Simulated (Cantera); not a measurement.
Input: 1 mol Si3N4, 2.2 mol HCl, 0.82 mol N2, at 2.90 Pa.

Cantera equilibrium calculation (NASA polynomials, part measured and part estimated; ideal gas, pure solids and liquids). Candidate condensed phases: NH4Cl, Si, Si3N4; 28 gas species. The tables' values for SiCl3 are old estimates; treat these amounts as uncertain. Equilibrium is a limit: real reactors are often held back by kinetics, nucleation or transport.

x: gas mole fraction; n: condensed amount in mol.

| T (°C) | x HCl | x N2 | x H2 | x SiCl2 | x SiCl4 | x SiCl3 | x SiHCl3 | n Si3N4(s) |
|---|---|---|---|---|---|---|---|---|
| 500 | 0.424 | 0.333 | 0.162 | 2.24e-8 | 0.0809 | 3.53e-6 | [?] | 0.921 |
| 575 | 0.449 | 0.328 | 0.149 | 1.07e-6 | 0.0743 | 3.32e-5 | [?] | 0.927 |
| 650 | 0.468 | 0.324 | 0.138 | 2.71e-5 | 0.0690 | 0.000216 | [?] | 0.932 |
| 725 | 0.483 | 0.321 | 0.130 | 0.000416 | 0.0640 | 0.00104 | [?] | 0.935 |
| 800 | 0.491 | 0.319 | 0.124 | 0.00422 | 0.0570 | 0.00388 | [?] | 0.935 |
| 875 | 0.477 | 0.322 | 0.123 | 0.0276 | 0.0402 | 0.0100 | [?] | 0.921 |
| 950 | 0.406 | 0.335 | 0.139 | 0.0941 | 0.0131 | 0.0125 | [?] | 0.872 |
| 1025 | 0.293 | 0.357 | 0.178 | 0.164 | 0.00175 | 0.00692 | [?] | 0.805 |

Task: What belongs in the gaps?

Result: 
- 500, x SiHCl3: 1.94e-5
- 575, x SiHCl3: 4.00e-5
- 650, x SiHCl3: 7.26e-5
- 725, x SiHCl3: 0.000119
- 800, x SiHCl3: 0.000177
- 875, x SiHCl3: 0.000209
- 950, x SiHCl3: 0.000139
- 1025, x SiHCl3: 4.78e-5
